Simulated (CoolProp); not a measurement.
Ethylene at 298.15 K and 10.7 MPa is throttled through a valve to 4.48 MPa with no heat exchange. Each further row changes one setting.

The numbers come from the reference Helmholtz-energy equation of state, Smukala 2000 in CoolProp.

```csv
case,temperature change (K),final phase,final density (kg/m³)
as stated,-21.1,"two-phase, vapour fraction 0.242",225
outlet pressure 1.34 MPa,-67.7,[?],[?]
outlet pressure 5.82 MPa,-12.2,supercritical,[?]
```

Question: Complete the blanks.

Answer: 
- outlet pressure 1.34 MPa, final phase: two-phase, vapour fraction 0.563
- outlet pressure 1.34 MPa, final density (kg/m³): 41.9
- outlet pressure 5.82 MPa, final density (kg/m³): 288
